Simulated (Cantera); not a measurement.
What does this Cantera script print?

```python
import numpy as np
import cantera as ct

gas = ct.Solution("gri30.yaml")
gas.TPX = 623, 980000, {'CO': 1, 'H2': 0.83, 'CH4': 0.2, 'O2': 2.53, 'N2': 9.51}
inlet = ct.Reservoir(gas, clone=True)
gas.equilibrate("HP")  # start burning
reactor = ct.IdealGasConstPressureReactor(gas, energy="on", clone=False)
exhaust = ct.Reservoir(gas, clone=True)
tau = [0.058, 0.025, 0.011, 0.0049, 0.0022, 0.00096, 0.00043, 0.00019, 8.3e-05, 3.7e-05, 1.6e-05, 7.1e-06][0]
for a, b in ((inlet, reactor), (reactor, exhaust)):
    ct.MassFlowController(a, b, mdot=lambda t: reactor.mass / tau)
net = ct.ReactorNet([reactor])
show = ['CO', 'H2', 'CH4', 'CH2CO', 'H', 'HCN', 'OH']

rows = []
print(f"{'tau/s':>10s}{'T/K':>9s}" + "".join(f"{s:>11s}" for s in show))
for tau in [0.058, 0.025, 0.011, 0.0049, 0.0022, 0.00096, 0.00043, 0.00019, 8.3e-05, 3.7e-05, 1.6e-05, 7.1e-06]:
    net.initial_time = 0.0
    net.advance(30 * tau)
    before = gas.X
    net.advance(40 * tau)
    drift = np.max(np.abs(gas.X - before) / (gas.X + 1e-9))
    rows.append([gas.T, *gas[show].X, drift])
    print(f"{tau:10.3e}{gas.T:9.1f}" + "".join(f"{x:11.3e}" for x in gas[show].X))
```

It prints:

```
     tau/s      T/K         CO         H2        CH4      CH2CO          H        HCN         OH
 5.800e-02   1948.7  1.715e-04  2.769e-05  7.354e-07  1.700e-11  2.274e-06  4.172e-09  7.678e-04
 2.500e-02   1947.6  2.729e-04  3.752e-05  1.538e-06  6.392e-11  3.150e-06  4.362e-09  8.355e-04
 1.100e-02   1945.6  4.635e-04  5.626e-05  2.972e-06  2.217e-10  5.099e-06  4.678e-09  9.541e-04
 4.900e-03   1941.9  8.015e-04  8.990e-05  5.374e-06  6.883e-10  9.375e-06  5.228e-09  1.138e-03
 2.200e-03   1935.8  1.383e-03  1.479e-04  9.316e-06  1.935e-09  1.859e-05  6.091e-09  1.394e-03
 9.600e-04   1925.2  2.427e-03  2.509e-04  1.620e-05  5.258e-09  3.930e-05  7.322e-09  1.736e-03
 4.300e-04   1908.2  4.176e-03  4.199e-04  2.777e-05  1.321e-08  8.160e-05  8.809e-09  2.128e-03
 1.900e-04   1879.4  7.263e-03  7.086e-04  4.928e-05  3.293e-08  1.679e-04  1.080e-08  2.543e-03
 8.300e-05   1829.0  1.288e-02  1.216e-03  9.450e-05  8.535e-08  3.290e-04  1.373e-08  2.851e-03
 3.700e-05   1735.8  2.379e-02  2.235e-03  2.181e-04  2.629e-07  5.493e-04  1.697e-08  2.697e-03
 1.600e-05    623.0  7.107e-02  5.899e-02  1.421e-02 -2.202e-19  1.800e-18 -8.715e-22  1.268e-17
 7.100e-06    623.0  7.107e-02  5.899e-02  1.421e-02  1.683e-23  1.341e-18  6.659e-26  9.320e-18
```

Detailed kinetics in Cantera: GRI-Mech 3.0 (53 species, 325 reactions).
